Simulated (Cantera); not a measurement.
Feed: 1 mol C6H6, 0.26 mol CO2, 0.41 mol N2, held at 775 K and 0.133 bar.

Method: chemical equilibrium by Gibbs-energy minimisation in Cantera with the NASA 1993 tables (ideal gas, pure condensed phases). Candidate condensed phases: C, C6H6, C7H8, C8H18, H2O; 136 gas species. Equilibrium is a limit: real reactors are often held back by kinetics, nucleation or transport.

Base state: H2 0.624, N2 0.128, CH4 0.106, H2O 0.0963, CO 0.0256, CO2 0.0199, NH3 9.10e-5 (mole fractions); condensed: C(graphite).

Task: What changes in the equilibrium state with this change: temperature from 775 K to 2900 K?

Result: 
| species | before | after |
|---|---|---|
| H2 | 0.624 | 0.518 |
| H | <1e-9 | 0.226 |
| CO | 0.0256 | 0.117 |
| CH4 | 0.106 | 3.11e-6 |
| C2H2 (acetylene) | <1e-9 | 0.0238 |
| CO2 | 0.0199 | 2.65e-9 |
| HCN | 1.38e-8 | 0.0324 |
| H2O | 0.0963 | 8.44e-8 |
| N2 | 0.128 | 0.0725 |
| HNC | <1e-9 | 0.00564 |
| C2H | <1e-9 | 0.00155 |
| CN | <1e-9 | 0.00133 |
| C(graphite), mol | 5.77 | 5.32 |

Task: What changes in the equilibrium state with this change: 0.28 mol O2 added?

Result: 
| species | before | after |
|---|---|---|
| H2 | 0.624 | 0.550 |
| H2O | 0.0963 | 0.146 |
| N2 | 0.128 | 0.118 |
| CO2 | 0.0199 | 0.0596 |
| CO | 0.0256 | 0.0443 |
| CH4 | 0.106 | 0.0824 |
| NH3 | 9.10e-5 | 7.22e-5 |
| C(graphite), mol | 5.77 | 5.61 |

Task: What changes in the equilibrium state with this change: pressure from 0.133 bar to 1.33 mbar?

Result: 
| species | before | after |
|---|---|---|
| H2 | 0.624 | 0.763 |
| CO | 0.0256 | 0.120 |
| N2 | 0.128 | 0.106 |
| CH4 | 0.106 | 0.00159 |
| H2O | 0.0963 | 0.00550 |
| CO2 | 0.0199 | 0.00435 |
| NH3 | 9.10e-5 | 1.12e-6 |
| C(graphite), mol | 5.77 | 5.77 |
